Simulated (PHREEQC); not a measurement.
Dissolve 1.4 mol/kgw K2CO3 at 20 °C. Closed to the air; pH follows from the charge balance.

Equilibrium calculation in PHREEQC: Pitzer model, pitzer.dat.

| quantity | before | after |
|---|---|---|
| pH | 12.14 | 12.38 |
| HCO3- (mol/kgw) | 0.00654 | 0.00697 |
| CO2 (mol/kgw) | 4.30e-9 | 2.25e-9 |
| SI of Kalicinite (KHCO3) | -2.85 | -2.68 |

### Question
Which change was made?
A. diluted 2-fold with water
B. K2CO3 from 1.4 to 1.54 mol/kgw
C. K2CO3 from 1.4 to 1.26 mol/kgw
D. K2CO3 from 1.4 to 2.1 mol/kgw
E. K2CO3 from 1.4 to 0.14 mol/kgw

### Answer
D, K2CO3 from 1.4 to 2.1 mol/kgw

This is a speciation only: nothing precipitates in the calculation. In brines, pH and single-ion activities rest on the MacInnes convention.
